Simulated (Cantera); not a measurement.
What does this Cantera script print?

```python
import numpy as np
import cantera as ct

gas_names = [...]  # 109 gases of nasa_gas.yaml made of C, Cl, H, Si
cond_names = """
    C(gr) C6H6(L) C7H8(L) C8H18(L),n-octa Si(cr) Si(L) SiC(b)
""".split()


# ... load() reads the species with a 1 bar reference pressure and builds the phases ...
atoms = {
    '(CH3)2SiCl2': {'C': 2, 'H': 6, 'Si': 1, 'CL': 2},
    'C3H8': {'C': 3, 'H': 8},
    'H2': {'H': 2},
}
top_T = {'C(gr)': 4500, 'SiC(b)': 3050}  # K; cautious upper limits of use, not melting points


# ... equilibrate(T, P, feed) seeds the gas with the atoms and calls Mixture.equilibrate('TP', solver="vcs", rtol=1e-11, max_steps=5000) ...
results = []
feed = {'(CH3)2SiCl2': 1, 'C3H8': 0.019, 'H2': 3.1}  # mol
P = 7200  # Pa
for T in [1173, 1273, 1373, 1473, 1573, 1673, 1773, 1873, 1973, 2073, 2173, 2273, 2373, 2473]:
    mix = equilibrate(T, P, feed)
    results.append((T, P, feed, dict(zip(mix.species_names, mix.species_moles))))

top = {s: max(r[3][s] / sum(r[3][g] for g in gas_names) for r in results) for s in gas_names}
cols = sorted((s for s in top if top[s] > 0.001), key=lambda s: -top[s])[:9]
seen = [c for c in cond_names if any(r[3].get(c, 0) > 1e-12 for r in results)]
print("log10 of partial pressures in bar; condensed amounts in mol")
print(f"{'T/K':>10s}" + "".join(f"{s[:9]:>10s}" for s in cols + seen))
for T, P, feed, n in results:
    ng = sum(n[g] for g in gas_names)
    print(f"{T:10.4g}" + "".join(f"{np.log10(max(n[s] / ng * P / 1e5, 1e-99)):10.3f}" for s in cols)
          + "".join(f"{n.get(c, 0):10.4g}" for c in seen))
```

Result:

```
log10 of partial pressures in bar; condensed amounts in mol
       T/K        H2       HCL         H     SiCL2        CL     SiCL4        Si C2H2,acet      SiCL     C(gr)    SiC(b)
      1173    -1.261    -1.796    -7.559    -4.819    -8.152    -3.001   -15.152    -8.474   -11.909     1.162     0.889
      1273    -1.275    -1.735    -6.784    -4.372    -7.315    -3.452   -13.335    -7.705   -10.580     1.102     0.952
      1373    -1.281    -1.714    -6.118    -4.061    -6.633    -3.972   -11.784    -7.043    -9.482     1.081    0.9744
      1473    -1.282    -1.710    -5.539    -3.824    -6.058    -4.481   -10.446    -6.469    -8.550     1.079    0.9771
      1573    -1.282    -1.711    -5.032    -3.630    -5.561    -4.946    -9.279    -5.967    -7.744     1.084    0.9719
      1673    -1.281    -1.715    -4.584    -3.466    -5.125    -5.366    -8.253    -5.526    -7.038     1.093    0.9626
      1773    -1.281    -1.721    -4.186    -3.327    -4.741    -5.746    -7.344    -5.135    -6.417     1.105    0.9504
      1873    -1.280    -1.728    -3.830    -3.208    -4.399    -6.094    -6.534    -4.786    -5.865     1.118    0.9359
      1973    -1.280    -1.737    -3.510    -3.106    -4.094    -6.415    -5.806    -4.474    -5.373     1.131    0.9194
      2073    -1.281    -1.748    -3.221    -3.020    -3.820    -6.715    -5.149    -4.193    -4.931     1.143    0.9009
      2173    -1.284    -1.762    -2.958    -2.949    -3.574    -6.997    -4.554    -3.940    -4.535     1.154    0.8789
      2273    -1.289    -1.780    -2.720    -2.892    -3.353    -7.268    -4.012    -3.713    -4.177     1.166    0.8483
      2373    -1.300    -1.804    -2.505    -2.850    -3.155    -7.536    -3.516    -3.511    -3.856     1.185    0.7928
      2473    -1.319    -1.837    -2.311    -2.827    -2.980    -7.810    -3.061    -3.334    -3.569     1.234     0.666
```

Method: chemical equilibrium by Gibbs-energy minimisation in Cantera with the NASA 1993 tables (ideal gas, pure condensed phases). The feed counts by its element totals alone. The tables' values for SiCl, SiCl3 are old estimates; treat these amounts as uncertain. Gases not in the tables: Si2H6 and higher silanes.
